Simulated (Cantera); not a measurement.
A closed system holds: 1 mol Fe₃O₄, 13 mol CO, a varied amount of H₂, held at 2200 K and 0.0100 bar.

Equilibrium computed with Cantera from the NASA thermochemical tables; the gas is ideal and each condensed phase is pure. Candidate condensed phases: C, C₆H₆, C₇H₈, C₈H₁₈, Fe, Fe(CO)₅, FeO, Fe(OH)₂, Fe(OH)₃, Fe₂O₃, Fe₃O₄, H₂O; 114 gas species. The tables' stoichiometric FeO is somewhat more stable than real wüstite, so its field is too wide. FeO: taken at fixed stoichiometry. Equilibrium is a limit: real reactors are often held back by kinetics, nucleation or transport.

**Question.** At 3 mol H₂, list the 4 most abundant gas species with their mole fractions, and the condensed phases.

**Answer.** CO 0.583, Fe 0.134, CO₂ 0.110, H₂ 0.0757. Condensed: FeO(l).
